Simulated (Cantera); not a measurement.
A perfectly stirred reactor is fed with CH4 : O2 : N2 : H2O = 0.0079 : 0.014 : 1 : 0.0011 (molar parts), at 4.00 bar; it is held at 1025 K, and followed from long to short residence time.

Cantera simulation using GRI-Mech 3.0 (53 species, 325 reactions); the numbers are that mechanism's predictions, not measurements.

### Question
Predict: x(CH4) at τ = 23.0 s; x(O2) at τ = 23.0 s; x(H) at τ = 23.0 s; x(CO2) at τ = 23.0 s; x(CH4) at τ = 74.0 ms; x(O2) at τ = 74.0 ms.

### Answer
| Quantity | Value |
|---|---|
| x(CH4) at τ = 23.0 s | 0.000534 |
| x(O2) at τ = 23.0 s | 0.000842 |
| x(H) at τ = 23.0 s | 4.19e-8 |
| x(CO2) at τ = 23.0 s | 0.00511 |
| x(CH4) at τ = 74.0 ms | 0.00772 |
| x(O2) at τ = 74.0 ms | 0.0137 |
